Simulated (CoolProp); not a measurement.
Model: reference Helmholtz-energy equation of state, Akasaka 2023, in CoolProp.

**Question.** For R1224YDZ, give the phase and the density (kg/m³), cp (kJ/(kg K)), cv (kJ/(kg K)), speed of sound (m/s) at 258.2 K and 165 bar.

**Answer.** 
- 258.2 K and 165 bar: liquid; density 1500, cp 1.06, cv 0.765, speed of sound 856
